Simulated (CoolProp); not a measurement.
Properties of acetone along the isotherm 527.6 K (Tc = 508.1 K, pc = 46.92 bar, ω = 0.307).

Computed with CoolProp (reference Helmholtz-energy equation of state, Lemmon 2006). It is a short technical equation, of lower accuracy than the large ones.

```
p (bar)          phase  density (kg/m³)  isothermal compressibility (1/MPa)  fugacity coefficient
-------  -------------  ---------------  ----------------------------------  --------------------
52.1     supercritical            143.2                              0.5469                0.6495
104      supercritical            461.8                             0.02921                0.3984
156      supercritical            510.3                             0.01339                0.3058
209      supercritical            540.2                            0.008725                0.2609
261      supercritical            561.7                            0.006535                0.2367
313      supercritical            579.0                            0.005237                0.2227
365      supercritical            593.6                            0.004377                0.2147
417      supercritical            606.3                            0.003764                0.2108
469      supercritical            617.5                            0.003305                0.2097
```
